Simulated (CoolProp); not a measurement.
R113 along the isotherm 157.85 °C: Z from the reference equation and from simpler models built on Tc = 214.1 °C, pc = 3.392 MPa, ω = 0.253; each cubic takes its own stable root.

Values from CoolProp's reference Helmholtz-energy equation of state, Marx 1992.

```tsv
p (MPa)	phase	reference
0.00536	gas	0.9992
0.00787	gas	0.9988
0.0116	gas	0.9983
0.017	gas	0.9975
0.0249	gas	0.9963
0.0365	gas	0.9946
0.0536	gas	0.9920
0.0787	gas	0.9883
0.116	gas	0.9826
0.17	gas	0.9744
0.249	gas	0.9620
0.365	gas	0.9434
0.536	gas	0.9147
0.787	gas	0.8692
1.16	gas	0.7908
1.7	liquid	0.07555
```

### Question
How far does each simpler model (van der Waals, Redlich-Kwong, Peng-Robinson) lie from the reference over these 16 states: mean and median of the absolute difference, and the worst?

### Answer
- van der Waals: mean 56.0 %, median 0.3 %, worst +880.9 % at 157.85 °C and 1.7 MPa
- Redlich-Kwong: mean 1.5 %, median 0.1 %, worst +20.6 % at 157.85 °C and 1.7 MPa
- Peng-Robinson: mean 0.3 %, median 0.1 %, worst -1.3 % at 157.85 °C and 1.16 MPa

At some of these states van der Waals gives the other phase, because its saturation line lies elsewhere.
